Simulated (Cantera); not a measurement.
A perfectly stirred reactor is fed with CH₄ : O₂ : N₂ : CO₂ = 1 : 2.02 : 7.6 : 0.98 (molar parts), at 0.227 atm; it is adiabatic with a 575 K inlet, and is followed from long to short residence time, starting on the burning branch (τ in s: 0.044, 0.017, 0.0066, 0.0025, 0.00098, 0.00038, 0.00015, 5.6e-05, 2.2e-05).

Computed with Cantera and GRI-Mech 3.0 (53 species, 325 reactions).

x: mole fraction; the columns are a selection and need not sum to one.

```json
[
 {"τ (s)": "0.044", "T (K)": "2018", "x CH₄": "1.49e-5", "x O₂": "0.0174", "x CO₂": "0.139", "x OH": "0.00615", "x NO": "0.000192", "x H₂": "0.00682", "x HCN": "1.51e-7"},
 {"τ (s)": "0.017", "T (K)": "1952", "x CH₄": "3.10e-5", "x O₂": "0.0205", "x CO₂": "0.133", "x OH": "0.00689", "x NO": "0.000102", "x H₂": "0.00853", "x HCN": "1.70e-7"},
 {"τ (s)": "0.0066", "T (K)": "1882", "x CH₄": "6.78e-5", "x O₂": "0.0236", "x CO₂": "0.128", "x OH": "0.00737", "x NO": "5.75e-5", "x H₂": "0.0103", "x HCN": "2.14e-7"},
 {"τ (s)": "0.0025", "T (K)": "1814", "x CH₄": "(withheld)", "x O₂": "(withheld)", "x CO₂": "0.123", "x OH": "0.00749", "x NO": "(withheld)", "x H₂": "(withheld)", "x HCN": "(withheld)"},
 {"τ (s)": "0.00098", "T (K)": "1755", "x CH₄": "(withheld)", "x O₂": "(withheld)", "x CO₂": "0.118", "x OH": "0.00715", "x NO": "(withheld)", "x H₂": "(withheld)", "x HCN": "(withheld)"},
 {"τ (s)": "0.00038", "T (K)": "1691", "x CH₄": "0.00137", "x O₂": "0.0371", "x CO₂": "0.111", "x OH": "0.00583", "x NO": "1.24e-5", "x H₂": "0.0153", "x HCN": "1.22e-6"},
 {"τ (s)": "0.00015", "T (K)": "575", "x CH₄": "0.0862", "x O₂": "0.174", "x CO₂": "0.0845", "x OH": "<1e-12", "x NO": "<1e-12", "x H₂": "<1e-12", "x HCN": "<1e-12"},
 {"τ (s)": "5.6e-5", "T (K)": "575", "x CH₄": "0.0862", "x O₂": "0.174", "x CO₂": "0.0845", "x OH": "<1e-12", "x NO": "<1e-12", "x H₂": "<1e-12", "x HCN": "<1e-12"},
 {"τ (s)": "2.2e-5", "T (K)": "575", "x CH₄": "0.0862", "x O₂": "0.174", "x CO₂": "0.0845", "x OH": "<1e-12", "x NO": "<1e-12", "x H₂": "<1e-12", "x HCN": "<1e-12"}
]
```

Task: Complete the blanks.

Result: 
- 0.0025, x CH₄: 0.000163
- 0.0025, x O₂: 0.0267
- 0.0025, x NO: 3.39e-5
- 0.0025, x H₂: 0.0120
- 0.0025, x HCN: 3.11e-7
- 0.00098, x CH₄: 0.000419
- 0.00098, x O₂: 0.0302
- 0.00098, x NO: 2.11e-5
- 0.00098, x H₂: 0.0134
- 0.00098, x HCN: 5.33e-7
